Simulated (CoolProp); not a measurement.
The fluid at 439.04 K and 0.934 MPa is throttled through a valve to 0.501 MPa with no heat exchange. The same conditions are run with several fluids, on thermodynamics alone (safety and materials aside).

Values from CoolProp's reference Helmholtz-energy equation of state of each fluid (propylene: Lemmon 2013; R114: Platzer 1990; R134a: Tillner-Roth 1994; CF4 (R14): Platzer 1990; n-perfluoropentane: Gao 2022). The equations of Platzer and Polt are older, rougher fits.

Rank propylene, R114, R134a, CF4 (R14), n-perfluoropentane by temperature change (K), highest first.

CF4 (R14) (-1.0), propylene (-2.6), R134a (-2.7), n-perfluoropentane (-3.5), R114 (-3.7)

```csv
fluid,final density (kg/m³)
propylene,5.94
R114,24.8
R134a,14.5
CF4 (R14),12.1
n-perfluoropentane,43.2
```
